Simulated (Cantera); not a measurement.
A Cantera script and what it prints.

```python
import numpy as np
import cantera as ct

gas_names = """
    Electron C C+ C- CH CH+ CH2 CH3 CH2OH CH3O CH4 CH3OH CO CO+ CO2 CO2+ COOH C2 C2+ C2- C2H CHCO,ketyl
    C2H2,acetylene C2H2,vinylidene CH2CO,ketene C2H3,vinyl CH3CO,acetyl C2H4 C2H4O,ethylen
    CH3CHO,ethanal CH3COOH (HCOOH)2 C2H5 C2H6 CH3OCH3 C2H5OH C2O C3 C3H3,propargyl C3H4,allene
    C3H4,propyne C3H4,cyclo- C3H5,allyl C3H6,propylene C3H6,cyclo- C3H6O C3H7,n-propyl C3H7,i-propyl
    C3H8 C3H8O,1propanol C3H8O,2propanol C3O2 C4 C4H2 C4H4,1,3-cyclo- C4H6,butadiene C4H6,2-butyne
    C4H6,cyclo- C4H8,1-butene C4H8,cis2-buten C4H8,tr2-butene C4H8,isobutene C4H8,cyclo- (CH3COOH)2
    C4H9,n-butyl C4H9,i-butyl C4H9,s-butyl C4H9,t-butyl C4H10,isobutane C4H10,n-butane C5 C5H6,1,3cyclo-
    C5H8,cyclo- C5H10,1-pentene C5H10,cyclo- C5H11,pentyl C5H11,t-pentyl C5H12,n-pentane C5H12,i-pentane
    CH3C(CH3)2CH3 C6H2 C6H5,phenyl C6H5O,phenoxy C6H6 C6H5OH,phenol C6H10,cyclo- C6H12,1-hexene
    C6H12,cyclo- C6H13,n-hexyl C7H7,benzyl C7H8 C7H8O,cresol C7H14,1-heptene C7H15,n-heptyl
    C7H16,n-heptane C8H8,styrene C8H10,ethylbenz C8H16,1-octene C8H17,n-octyl C8H18,isooctane
    C8H18,n-octane C9H19,n-nonyl C10H8,naphthale C10H21,n-decyl C12H9,o-bipheny C12H10,bipheny H H+ H-
    HCO HCO+ HO2 H2 H2+ H2- HCHO,formaldehy HCOOH H2O H2O+ H2O2 H3O+ O O+ O- OH OH+ OH- O2 O2+ O2- O3
""".split()
cond_names = """
    C(gr) C6H6(L) C7H8(L) C8H18(L),n-octa H2O(s) H2O(L)
""".split()


def load(file, names, dense=False):
    # The tables refer to 1 bar. Condensed volumes are neglected.
    table = {s.name: s for s in ct.Species.list_from_file(file)}
    out = []
    for n in names:
        d = dict(table[n].input_data)
        d["thermo"] = dict(d["thermo"], **{"reference-pressure": 1e5})
        if dense:
            d["equation-of-state"] = {"model": "constant-volume", "density": "1e6 g/cm^3"}
        out.append(ct.Species.from_dict(d))
    return out


gas = ct.Solution(thermo="ideal-gas", species=load("nasa_gas.yaml", gas_names))
cond = {s.name: ct.Solution(thermo="fixed-stoichiometry", species=[s], name=s.name)
        for s in load("nasa_condensed.yaml", cond_names, dense=True)}
atoms = {
    'C3H6': {'C': 3, 'H': 6},
    'CO2': {'C': 1, 'O': 2},
    'H2': {'H': 2},
}
top_T = {'C(gr)': 4500}  # K; cautious upper limits of use, not melting points


def equilibrate(T, P, feed):
    n = {}
    for name, mol in feed.items():
        for a, k in atoms[name].items():
            n[a] = n.get(a, 0.0) + k * mol
    gas.TPX = T, P, n
    mass = sum(n.values()) * gas.mean_molecular_weight
    gas.equilibrate("TP")
    valid = [c for c in cond.values() if c.min_temp <= T <= top_T.get(c.name, c.max_temp)]
    mix = ct.Mixture([(gas, mass / gas.mean_molecular_weight)] + [(c, 0.0) for c in valid])
    mix.T, mix.P = T, P
    mix.equilibrate("TP", solver="vcs", rtol=1e-11, max_steps=5000)
    return mix


results = []
feed = {'C3H6': 1, 'CO2': 3.3, 'H2': 48}  # mol
P = 22000  # Pa
for T in [2000, 2500, 3000, 3500, 4000, 4500, 5000]:
    mix = equilibrate(T, P, feed)
    results.append((T, P, feed, dict(zip(mix.species_names, mix.species_moles))))
    x = sorted(zip(gas.X, gas.species_names), reverse=True)
    print(f"T = {T:g} K  P = {P:g} Pa  gas = {mix.phase_moles(0):.4g} mol")
    print("   x: " + "  ".join(f"{s} {v:.3e}" for v, s in x if v > 1e-06))
    print("   condensed (mol): " + ("  ".join(f"{mix.phase(i).name} {mix.phase_moles(i):.4g}"
          for i in range(1, mix.n_phases) if mix.phase_moles(i) > 1e-12) or "none"))
```

It prints:

```
T = 2000 K  P = 22000 Pa  gas = 57.39 mol
   x: H2 8.819e-01  CO 1.096e-01  H2O 5.087e-03  H 3.256e-03  CO2 1.380e-04  OH 1.876e-06
   condensed (mol): none
T = 2500 K  P = 22000 Pa  gas = 58.74 mol
   x: H2 8.387e-01  CO 1.071e-01  H 4.909e-02  H2O 4.943e-03  CO2 1.019e-04  OH 5.996e-05  O 2.309e-06
   condensed (mol): none
T = 3000 K  P = 22000 Pa  gas = 66.19 mol
   x: H2 6.326e-01  H 2.678e-01  CO 9.511e-02  H2O 3.785e-03  OH 5.321e-04  O 1.380e-04  CO2 7.685e-05
   condensed (mol): none
T = 3500 K  P = 22000 Pa  gas = 85.36 mol
   x: H 6.534e-01  H2 2.693e-01  CO 7.378e-02  O 1.487e-03  OH 1.052e-03  H2O 9.415e-04  CO2 3.114e-05  O2 2.000e-06
   condensed (mol): none
T = 4000 K  P = 22000 Pa  gas = 101.9 mol
   x: H 8.697e-01  H2 6.550e-02  CO 6.181e-02  O 2.566e-03  OH 3.439e-04  H2O 4.431e-05  C 1.499e-05  CO2 4.694e-06
   condensed (mol): none
T = 4500 K  P = 22000 Pa  gas = 107 mol
   x: H 9.222e-01  CO 5.844e-02  H2 1.565e-02  O 3.164e-03  C 4.582e-04  OH 9.813e-05  H2O 2.377e-06  CH 2.349e-06  Electron 1.289e-06
   condensed (mol): none
T = 5000 K  P = 22000 Pa  gas = 108.5 mol
   x: H 9.306e-01  CO 5.413e-02  O 6.623e-03  H2 4.606e-03  C 3.902e-03  OH 6.106e-05  Electron 1.072e-05  CH 7.835e-06  C+ 5.603e-06  H+ 4.551e-06  C2 2.233e-06
   condensed (mol): none
```

These are equilibrium values from Cantera (NASA tables, ideal gas, pure condensed phases), not measurements of a reactor.
